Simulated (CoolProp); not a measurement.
Propane at several states: fugacity coefficient from the reference equation and from simpler models built on Tc = 96.7 °C, pc = 4251 kPa, ω = 0.152; each cubic takes its own stable root.

Model: reference Helmholtz-energy equation of state, Lemmon 2009, in CoolProp.

```json
[
 {"T (°C)": "-140.95", "p (kPa)": "2400", "phase": "liquid", "reference": "1.201e-5"},
 {"T (°C)": "213.65", "p (kPa)": "1560", "phase": "gas", "reference": "0.9509"},
 {"T (°C)": "225.85", "p (kPa)": "780", "phase": "gas", "reference": "0.9773"}
]
```

Problem. How far does each simpler model (van der Waals, Redlich-Kwong, Soave-Redlich-Kwong, Peng-Robinson) lie from the reference over these 3 states: mean and median of the absolute difference, and the worst?

Solution. 
- van der Waals: mean 11640.5 %, median 0.5 %, worst +34920.8 % at -140.95 °C and 2400 kPa
- Redlich-Kwong: mean 5.2 %, median 0.5 %, worst -14.8 % at -140.95 °C and 2400 kPa
- Soave-Redlich-Kwong: mean 1.1 %, median 0.2 %, worst -2.9 % at -140.95 °C and 2400 kPa
- Peng-Robinson: mean 7.6 %, median 0.8 %, worst +21.6 % at -140.95 °C and 2400 kPa
